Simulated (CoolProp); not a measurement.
Vapour-liquid equilibrium of R152A (1) + R113 (2) at 257.6 K; x and y are mole fractions of (1).

Model: multi-fluid Helmholtz-energy mixture model, Outcalt 1996 and Marx 1992; pair parameters Bell 2016, in CoolProp.

| x | bubble pressure, mixture model (MPa) | bubble pressure, Raoult's law (MPa) | y, mixture model | y, Raoult's law |
|---|---|---|---|---|
| 0.05 | 0.02451 | 0.01363 | 0.736 | 0.533 |
| 0.125 | 0.04723 | 0.02403 | 0.871 | 0.756 |
| 0.2 | 0.06538 | 0.03443 | 0.912 | 0.844 |
| 0.275 | 0.07948 | 0.04483 | 0.931 | 0.892 |
| 0.35 | 0.09027 | 0.05523 | 0.943 | 0.921 |
| 0.425 | 0.09853 | 0.06563 | 0.950 | 0.941 |
| 0.5 | 0.1050 | 0.07603 | 0.956 | 0.956 |
| 0.575 | 0.1104 | 0.08643 | 0.960 | 0.967 |
| 0.65 | 0.1154 | 0.09683 | 0.964 | 0.976 |
| 0.725 | 0.1203 | 0.1072 | 0.969 | 0.983 |
| 0.8 | 0.1257 | 0.1176 | 0.974 | 0.989 |
| 0.875 | 0.1320 | 0.1280 | 0.982 | 0.993 |
| 0.95 | 0.1395 | 0.1384 | 0.991 | 0.998 |

The largest gap from Raoult's law is +96.5 % in bubble pressure, at x = 0.125. No azeotrope shows between x = 0.05 and 0.95.

Pair parameters are fitted to limited data, so mixtures are less certain than the pure fluids. With so large a gap from Raoult's law the liquid may split in two, which this calculation doesn't test in full.
